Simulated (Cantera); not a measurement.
Mixture: CO : H₂ : O₂ : N₂ = 1 : 0.51 : 1.2 : 4.51 (molar parts), equivalence ratio 0.63, at 2000000 Pa, adiabatic and at constant pressure. Ignition delay is the time to a rise of 400 K.

Computed with Cantera and GRI-Mech 3.0 (53 species, 325 reactions). The hydrogen kinetics of GRI-Mech 3.0 are dated; newer H2 mechanisms differ, most at raised pressure. The pressure lies above the range GRI-Mech 3.0 was tuned for (to about 10 atm). Below about 950 K walls govern HO2 and H2O2 in real vessels. Where the delays flatten at high temperature, the 400 K rule measures the pace of heat release, not the induction time.

**Question.** Predict: delay at 925 K; delay at 1125 K; delay at 1325 K; delay at 1525 K; delay at 1725 K; apparent activation energy between 1525 and 1725 K.

**Answer.** 
```
Quantity                                                Value
--------------------------------------------------  ---------
delay at 925 K                                        28.9 ms
delay at 1125 K                                      0.318 ms
delay at 1325 K                                       6.92 µs
delay at 1525 K                                       1.40 µs
delay at 1725 K                                      0.801 µs
apparent activation energy between 1525 and 1725 K  61 kJ/mol
```
